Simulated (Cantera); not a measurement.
Equilibrium for aluminium and copper etching: Al + HBr + N₂

Feed: 1 mol Al, 2.8 mol HBr, 3.4 mol N₂, equilibrated at 10.0 mbar.

Method: chemical equilibrium by Gibbs-energy minimisation in Cantera with the NASA 1993 tables (ideal gas, pure condensed phases). Candidate condensed phases: Al, AlBr₃, AlN, Br₂; 19 gas species. Rates play no part.

```tsv
T (°C)	x N₂	x H₂	x AlBr₃	x HBr	n AlN(s)
1000	0.574	0.196	0.130	0.100	0.257
1025	0.574	0.196	0.130	0.0990	0.256
1050	0.574	0.196	0.131	0.0980	0.254
1075	0.574	0.197	0.131	0.0970	0.252
1100	0.574	0.197	0.131	0.0961	0.250
1125	0.574	0.198	0.131	0.0952	0.247
1150	0.574	0.198	0.131	0.0943	0.244
1175	0.573	0.198	0.130	0.0933	0.239
```
x: gas mole fraction; n: condensed amount in mol.

From 1000 °C to 1175 °C the condensed part is AlN(s). The main Al-bearing gas is AlBr₃ throughout. The share of Al in condensed phases is highest at 1000 °C (25.7 %) and lowest at 1175 °C (23.9 %).
